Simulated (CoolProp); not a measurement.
Aqueous ethylene glycol as a coolant, at -13 °C, 1 atm.

Model: Melinder's fits for secondary coolants, in CoolProp.

| mass % | freezing point (°C) | cp (kJ/(kg K)) | viscosity (mPa s) | density (kg/m³) | Prandtl number |
|---|---|---|---|---|---|
| 29.8 | -14.4 | 3.622 | 7.40 | ___ | 61.8 |
| 34.5 | -18.4 | 3.511 | 8.66 | 1056 | ___ |
| 39.1 | -22.9 | 3.398 | ___ | 1063 | 85.6 |
| 43.7 | -28.0 | 3.285 | 11.9 | 1071 | ___ |
| 48.4 | -33.8 | ___ | 14.1 | 1078 | 120 |

### Question
Fill in the missing entries.

### Answer

- 29.8, density (kg/m³): 1048
- 34.5, Prandtl number: 72.8
- 39.1, viscosity (mPa s): 10.1
- 43.7, Prandtl number: 101
- 48.4, cp (kJ/(kg K)): 3.168
